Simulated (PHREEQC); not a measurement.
**Leach liquor: speciation**

A solution holds 0.018 mol H2SO4, 0.047 mol Al2(SO4)3 and 0.11 mol Na2SO4 per kg of water, at 25 °C. Closed to the air; pH follows from the charge balance.

All values are PHREEQC results (ion-association model, wateq4f.dat), not measurements.

Each row changes one thing in this solution. This is a speciation only: nothing precipitates in the calculation.

```
case                                            pH  ionic strength (mol/kgw)  Na+ (mol/kgw)  SO4-2 (mol/kgw)  HSO4- (mol/kgw)  NaSO4- (mol/kgw)  SI of Mirabilite (Na2SO4:10H2O)
--------------------------------------------  ----  ------------------------  -------------  ---------------  ---------------  ----------------  -------------------------------
as made                                       2.09                     0.389          0.198           0.0966           0.0254            0.0220                            -2.28
Na2SO4 from 0.11 to 0.055 mol/kgw             2.00                     0.276          0.102           0.0648           0.0231           0.00855                            -2.95
Al2(SO4)3 left out                            2.06                     0.292          0.199           0.0822           0.0249            0.0209                            -2.27
H2SO4 replaced by CuSO4 at the same molality  4.19                     0.408          0.196            0.108         0.000222            0.0239                            -2.25
0.0015 mol/kgw KOH added                      2.11                     0.390          0.198           0.0972           0.0244            0.0221                            -2.27
temperature from 25 to 5 °C                   1.99                     0.404          0.199            0.102           0.0228            0.0209                            -1.23
```

Some of these states are supersaturated (in Basaluminite, Boehmite (slow to form), for instance). Away from 25 °C the constants follow the database's enthalpies or fits; those with neither stay at their 25 °C values.
